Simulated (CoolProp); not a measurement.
Properties of n-pentane along the isotherm 301.9 K.

The numbers come from the reference Helmholtz-energy equation of state, Thol 2019 in CoolProp.

```csv
p (bar),phase,Z,cv (kJ/(kg K)),viscosity (µPa s),conductivity (mW/(m K))
22.5,liquid,0.1043,1.745,179,112
44.9,liquid,0.2071,1.746,184,113
67.4,liquid,0.3095,1.747,190,115
89.8,liquid,0.4106,1.748,196,116
112,liquid,0.5101,1.750,202,117
135,liquid,0.6124,1.751,207,119
157,liquid,0.7096,1.752,213,120
180,liquid,0.8106,1.754,219,121
202,liquid,0.9066,1.755,224,122
225,liquid,1.006,1.756,230,123
247,liquid,1.101,1.757,236,125
269,liquid,1.196,1.759,241,126
292,liquid,1.294,1.760,247,127
314,liquid,1.387,1.761,253,128
337,liquid,1.484,1.763,258,129
```

Viscosity comes from a separate model (Quiñones-Cisneros 2006), older than the equation that it now runs on, and unchecked against measurements. Thermal conductivity comes from a separate model (Vassiliou 2015).
